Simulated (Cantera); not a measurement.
Source: NASA polynomial tables (part measured, part estimated), evaluated in Cantera. Values are per mole of reaction as written; species without (g) are pure solids or liquids, kept so even where they would boil at 1 bar.

Between 373 and 548 K, where is each reaction favourable under standard conditions?
- Ca + Cl₂(g) → CaCl₂
- Si + Cl₂(g) → SiCl₂(g)
- 0.5 Ti + Cl₂(g) → 0.5 TiCl₄


- Ca + Cl₂(g) → CaCl₂: ΔG° is -736 kJ at 373 K and -709 kJ at 548 K; it stays negative (K > 1). ΔH° is -793 kJ and ΔS° -153 J/K at 548 K.
- Si + Cl₂(g) → SiCl₂(g): ΔG° is -183 kJ at 373 K and -190 kJ at 548 K; it stays negative (K > 1). ΔH° is -170 kJ and ΔS° 37 J/K at 548 K.
- 0.5 Ti + Cl₂(g) → 0.5 TiCl₄: ΔG° is -360 kJ at 373 K and -343 kJ at 548 K; it stays negative (K > 1). ΔH° is -396 kJ and ΔS° -97 J/K at 548 K.
